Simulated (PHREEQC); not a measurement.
A PHREEQC speciation (ion-association model, wateq4f.dat) at 80 °C gives pH 3.56 and these molalities:

```tsv
species	mol/kgw
NH4+	0.124
SO4-2	0.0453
NH4SO4-	0.0198
F-	0.00567
HF	0.00467
SiF6-2	0.00314
HSO4-	0.00191
H4SiO4	0.00177
H+	0.000354
HF2-	0.000118
H2F2	6.74e-6
NH3	4.80e-6
```

Q: What are the element totals, and what could have been dissolved in 1 kg of water to give them?

A: This is not unique; one that fits is totals F 0.0294, N(-3) 0.144, S(6) 0.0670, Si 0.00490 mol/kgw, from 0.0049 mol/kgw (NH4)2SiF6 and 0.067 mol/kgw (NH4)2SO4.

No solid was allowed to form. Examples of supersaturated solids here: Quartz (slow to form), Chalcedony (slow to form). Others may be too. Complexes and solids missing from the database can't appear. Away from 25 °C the constants follow the database's enthalpies or fits; those with neither stay at their 25 °C values. SiF6-2 is the database's only silicon fluoride.
